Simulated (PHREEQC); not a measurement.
Solution (25 °C): 0.2 mol Na2SO4, 0.24 mol KBr and 0.011 mol Mg(NO3)2 per kg of water. Closed to the air; pH follows from the charge balance.

All values are PHREEQC results (ion-association model, wateq4f.dat), not measurements.

```json
[
 {"quantity": "Na+ (mol/kgw)", "before": "0.359", "after": "0.375"},
 {"quantity": "SO4-2 (mol/kgw)", "before": "0.123", "after": "0.0899"},
 {"quantity": "NaSO4- (mol/kgw)", "before": "0.0413", "after": "0.0252"},
 {"quantity": "MgSO4 (mol/kgw)", "before": "0.00613", "after": "0.00423"},
 {"quantity": "Mg+2 (mol/kgw)", "before": "0.00487", "after": "0.00677"},
 {"quantity": "SI of Mirabilite (Na2SO4:10H2O)", "before": "-1.81", "after": "-2.15"},
 {"quantity": "SI of Epsomite (MgSO4:7H2O)", "before": "-2.43", "after": "-2.60"}
]
```

Problem. Which change was made?
(A) KBr from 0.24 to 1.2 mol/kgw
(B) KBr left out
(C) diluted 100-fold with water

Solution. A, KBr from 0.24 to 1.2 mol/kgw

This is a speciation only: nothing precipitates in the calculation. The ionic strength passes 0.7 mol/kgw, the rough limit of the ion-association models, in every such run.
